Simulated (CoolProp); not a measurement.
Carbon dioxide at 298.15 K and 10.6 MPa flows at 0.54 m/s in a round tube of 4.6 mm bore and 0.25 µm roughness, fully developed (64/Re and Nu = 3.66 if laminar; Colebrook and Gnielinski if turbulent). Each further row changes one setting.

Computed with CoolProp (reference Helmholtz-energy equation of state, Span 1996).

```csv
case,Reynolds number,Darcy friction factor,pressure drop (Pa/m),heat-transfer coefficient (W/(m² K)),mass flow (kg/h)
as stated,26800,0.0242,636,2370,26.7
velocity 1.08 m/s,53700,0.0208,2180,4240,53.4
diameter 9.2 mm,53700,0.0207,271,2110,107
```

Viscosity comes from a separate model (Laesecke 2017). Thermal conductivity comes from a separate model (Huber 2016).
